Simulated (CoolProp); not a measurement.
Saturation properties of n-perfluorobutane (Tc = 386.3 K, pc = 2322 kPa, ω = 0.372).

The numbers come from the reference Helmholtz-energy equation of state, Gao 2022 in CoolProp.

```
T (K)  p (kPa)  liquid density (kg/m³)  liquid cp (kJ/(kg K))  vapour Z
-----  -------  ----------------------  ---------------------  --------
204.6    2.248                    1825                  1.029    0.9975
215.6    5.186                    1787                  1.040    0.9952
226.7    10.88                    1749                  1.051    0.9913
237.7    20.85                    1712                  1.064    0.9856
248.8    37.37                    1674                  1.076    0.9774
259.8    62.73                    1636                  1.090    0.9666
270.9    100.4                    1597                  1.104    0.9525
281.9    153.2                    1557                  1.120    0.9351
292.9    225.0                    1516                  1.137    0.9139
304      321.0                    1472                  1.156    0.8881
315      443.9                    1426                  1.179    0.8578
```

It boils at 271.1 K under 1 atm.
